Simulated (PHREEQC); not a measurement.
A solution holds 1.4 mmol/kgw CdCl2, 17 mmol/kgw NaCl and 0.049 mmol/kgw FeSO4, at 35 °C. It is in equilibrium with CO2 at log p = -1 (atm). Otherwise closed; pH follows from the charge balance.

Equilibrium calculation in PHREEQC: ion-association model, phreeqc.dat.

This is a speciation only: nothing precipitates in the calculation.

**Question.** Estimate the pH, specific conductance.

**Answer.** pH 4.44; specific conductance 2680 µS/cm.

**Question.** In which forms is C present?

**Answer.** CO2 98 %, HCO3- 1.5 % of the C.
